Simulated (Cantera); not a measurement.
A perfectly stirred reactor is fed with NO : N₂ = 1 : 6.3 (molar parts), at 0.0257 atm; it is held at 2025 K, and followed from long to short residence time.

Model: GRI-Mech 3.0 (53 species, 325 reactions), integrated in Cantera. Radical loss at walls, strong at low pressure, is not modelled.

Task: What does this change do: temperature 2025 to 2075 K?

Result: 
```json
[
 {"quantity": "x(NO) at τ = 8.80 s", "before": "0.0812", "after": "0.0591"},
 {"quantity": "x(O₂) at τ = 8.80 s", "before": "0.0274", "after": "0.0382"},
 {"quantity": "x(NO₂) at τ = 8.80 s", "before": "7.80e-6", "after": "6.19e-6"},
 {"quantity": "x(N₂O) at τ = 8.80 s", "before": "2.39e-6", "after": "1.23e-6"},
 {"quantity": "x(N₂) at τ = 8.80 s", "before": "0.890", "after": "0.901"},
 {"quantity": "x(NO) at τ = 0.130 s", "before": "0.137", "after": "0.136"},
 {"quantity": "x(O₂) at τ = 0.130 s", "before": "0.000118", "after": "0.000208"},
 {"quantity": "x(NO₂) at τ = 0.130 s", "before": "1.76e-6", "after": "1.70e-6"},
 {"quantity": "x(N₂O) at τ = 0.130 s", "before": "7.74e-6", "after": "8.09e-6"},
 {"quantity": "x(N₂) at τ = 0.130 s", "before": "0.863", "after": "0.863"}
]
```

Task: What does this change do: NO 1 to 0.34 parts?

Result: 
| quantity | before | after |
|---|---|---|
| x(NO) at τ = 8.80 s | 0.0812 | 0.0383 |
| x(O₂) at τ = 8.80 s | 0.0274 | 0.00625 |
| x(NO₂) at τ = 8.80 s | 7.80e-6 | 1.78e-6 |
| x(N₂O) at τ = 8.80 s | 2.39e-6 | 6.18e-7 |
| x(N₂) at τ = 8.80 s | 0.890 | 0.955 |
| x(NO) at τ = 0.130 s | 0.137 | 0.0512 |
| x(O₂) at τ = 0.130 s | 0.000118 | 6.94e-6 |
| x(NO₂) at τ = 0.130 s | 1.76e-6 | 1.30e-7 |
| x(N₂O) at τ = 0.130 s | 7.74e-6 | 1.13e-6 |
| x(N₂) at τ = 0.130 s | 0.863 | 0.949 |
